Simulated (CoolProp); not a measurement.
Vapour pressure (bar) of cyclopentane: the reference equation beside estimates from Tc = 238.6 °C, pc = 45.83 bar, ω = 0.202.

Values from CoolProp's reference Helmholtz-energy equation of state, Gedanitz 2015.

```json
[
 {"T (°C)": "-14.05", "reference": "…", "Lee-Kesler": "0.06507", "van der Waals": "1.386", "Soave-Redlich-Kwong": "0.06639"},
 {"T (°C)": "19.85", "reference": "…", "Lee-Kesler": "0.3317", "van der Waals": "3.023", "Soave-Redlich-Kwong": "0.3352"},
 {"T (°C)": "53.65", "reference": "…", "Lee-Kesler": "1.151", "van der Waals": "…", "Soave-Redlich-Kwong": "…"},
 {"T (°C)": "87.55", "reference": "3.069", "Lee-Kesler": "3.072", "van der Waals": "9.517", "Soave-Redlich-Kwong": "3.071"},
 {"T (°C)": "121.35", "reference": "6.703", "Lee-Kesler": "6.766", "van der Waals": "14.77", "Soave-Redlich-Kwong": "6.784"},
 {"T (°C)": "155.25", "reference": "12.87", "Lee-Kesler": "13.02", "van der Waals": "21.60", "Soave-Redlich-Kwong": "…"},
 {"T (°C)": "189.05", "reference": "22.47", "Lee-Kesler": "22.71", "van der Waals": "30.11", "Soave-Redlich-Kwong": "23.01"},
 {"T (°C)": "222.95", "reference": "36.83", "Lee-Kesler": "37.11", "van der Waals": "40.44", "Soave-Redlich-Kwong": "37.40"}
]
```

### Question
Some entries are withheld; supply them.

### Answer

- -14.05, reference: 0.06914
- 19.85, reference: 0.3443
- 53.65, reference: 1.168
- 53.65, van der Waals: 5.655
- 53.65, Soave-Redlich-Kwong: 1.154
- 155.25, Soave-Redlich-Kwong: 13.14

Absolute difference from the reference over all 8 rows, mean and median: Lee-Kesler 1.9 and 1.1 %, van der Waals 438.6 and 165.2 %, Soave-Redlich-Kwong 1.9 and 1.8 %.
